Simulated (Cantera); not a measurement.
## Premixed flame

A freely propagating, adiabatic, planar premixed flame of CO : H₂ : O₂ : N₂ = 1 : 0.043 : 0.567 : 2.13 (molar parts), unburnt at 523 K and 10.0 bar; mixture-averaged transport, grid criteria slope 0.08 and curve 0.16, no radiation.

Computed with Cantera and GRI-Mech 3.0 (53 species, 325 reactions). The hydrogen kinetics of GRI-Mech 3.0 are dated; newer H2 mechanisms differ, most at raised pressure. Burning velocities carry a grid error of a few per cent, more on coarse grids.

```csv
z (mm),T (K),u (m/s),x CO,x H₂,x O₂,x H₂O₂,x NO,x HO₂
-0.253,523,0.497,0.267,0.0113,0.152,<1e-8,<1e-8,<1e-8
-0.169,523,0.497,0.268,0.0109,0.152,9.42e-8,<1e-8,1.00e-7
-0.127,525,0.498,0.268,0.0103,0.152,5.57e-7,<1e-8,5.91e-7
-0.0844,538,0.510,0.267,0.00893,0.152,5.27e-6,3.15e-8,5.79e-6
-0.0422,708,0.667,0.256,0.00566,0.146,6.81e-5,1.12e-6,0.000121
-0.0211,1077,0.998,0.223,0.00328,0.128,9.66e-5,9.20e-6,0.000331
0,1549,1.39,0.165,0.00115,0.0953,2.38e-6,2.71e-5,0.000124
0.0211,1860,1.63,0.116,0.000523,0.0685,4.93e-7,5.42e-5,5.20e-5
0.0422,2035,1.76,0.0898,0.000492,0.0553,2.87e-7,8.50e-5,2.87e-5
0.0844,2211,1.88,0.0674,0.000446,0.0449,1.62e-7,0.000146,1.30e-5
0.169,2351,1.98,0.0504,0.000339,0.0374,9.45e-8,0.000260,5.69e-6
0.338,2450,2.05,0.0374,0.000248,0.0315,6.19e-8,0.000466,3.04e-6
0.675,2507,2.08,0.0294,0.000193,0.0276,4.93e-8,0.000815,2.23e-6
```
x: mole fraction of selected species; z is measured from the peak of heat release.

```yaml
laminar_burning_velocity: 49.7 cm/s
thermal_thickness: 0.0844 mm
peak x(H₂O₂): 0.000111
peak x(HO₂): 0.000338
grid_points: 118
```
